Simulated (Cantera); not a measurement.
A jet of CH4 : O2 : N2 = 0.016 : 0.073 : 0.79 (molar parts), equivalence ratio 0.44 at 300 K and 14000 Pa hits a platinum plate 4.6 cm away at a mass flux of 0.049 kg/m²/s; the plate temperature is set and raised in steps from an oxygen-covered start.

Computed with Cantera and Deutschmann's 1995 Pt surface mechanism with GRI-Mech 3.0 gas chemistry. Catalytic surfaces can have several steady states; this one follows from the mechanism file's or the stated starting coverage.

x: mole fraction at the wall; θ: surface coverage.

```
plate T (K)  wall x CH4  wall x O2  wall x H2O  wall x OH  wall x CO  wall x CO2  θ free Pt   θ O*     θ OH*
-----------  ----------  ---------  ----------  ---------  ---------  ----------  ---------  -----  --------
850              0.0132     0.0725     0.00935      <1e-8    3.56e-6     0.00608      0.140  0.859   0.00105
900             0.00972     0.0651      0.0158        [?]    3.75e-6      0.0103      0.204  0.794   0.00126
950             0.00682     0.0589      0.0212        [?]    3.66e-6      0.0138      0.274  0.724   0.00132
1000            0.00484     0.0548      0.0248        [?]    3.52e-6      0.0162      0.346  0.653   0.00126
1050            0.00356     0.0521      0.0271        [?]    3.45e-6      0.0178      0.417  0.582   0.00116
1100            0.00273     0.0504      0.0286        [?]    3.49e-6      0.0188      0.485  0.514   0.00103
1150            0.00217     0.0492      0.0295        [?]    3.64e-6      0.0194      0.550  0.449  0.000910
1200            0.00178     0.0485      0.0301        [?]    3.92e-6      0.0198      0.611  0.388  0.000791
```

Problem. Complete the blanks.

Solution. 
- 900, wall x OH: 2.10e-8
- 950, wall x OH: 6.49e-8
- 1000, wall x OH: 1.72e-7
- 1050, wall x OH: 4.07e-7
- 1100, wall x OH: 8.78e-7
- 1150, wall x OH: 1.75e-6
- 1200, wall x OH: 3.25e-6
